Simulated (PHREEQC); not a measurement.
Make-up at 25 °C: 0.072 mol NaHCO3, 0.013 mol NaOH and 0.25 mol KCl per kg of water. Closed to the air; pH follows from the charge balance.

Model: ion-association model, phreeqc.dat, run in PHREEQC.

Precipitation was switched off in this run.

**Question.** Order these Na species by the share of Na that they hold, largest first: NaHCO3, NaCO3-, Na+.

**Answer.** Na+ (94 %), NaCO3- (4.3 %), NaHCO3 (1.5 %)

**Question.** Order these C species by the share of C that they hold, largest first: NaHCO3, CO3-2, NaCO3-, HCO3-.

**Answer.** HCO3- (80 %), CO3-2 (13 %), NaCO3- (5.0 %), NaHCO3 (1.7 %)

The pH is 9.10 and the ionic strength 0.340 mol/kgw.
